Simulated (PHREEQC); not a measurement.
## Metal-bearing waste water (model solution)

Solution (25 °C): 0.00085 mol/kgw Pb(NO3)2, 0.00155 mol/kgw MgSO4, 0.000355 mol/kgw NaHCO3 and 0.00205 mol/kgw NaCl. Closed to the air; pH follows from the charge balance.

Computed with PHREEQC (ion-association model, phreeqc.dat).

| Item | Result |
|---|---|
| pH | 6.41 |
| ionic strength | 0.00935 mol/kgw |
| specific conductance | 732 µS/cm |
| total alkalinity | 0.355 meq/kg |

```tsv
species	molality	activity	log γ
Na+	0.00239	0.00217	-0.043
Cl-	0.00202	0.00183	-0.044
NO3-	0.00169	0.00153	-0.045
Mg+2	0.00137	0.000935	-0.166
SO4-2	0.00120	0.000812	-0.171
Pb+2	0.000515	0.000345	-0.174
MgSO4	0.000178	0.000178	0.001
PbSO4	0.000157	0.000158	0.001
HCO3-	0.000130	0.000118	-0.042
CO2	0.000103	0.000104	0.001
PbCO3	8.45e-5	8.46e-5	0.001
```

Precipitation was switched off in this run. Saturation is exceeded, for instance for Cerussite, Pb(OH)2; the values hold only as long as no solid forms.
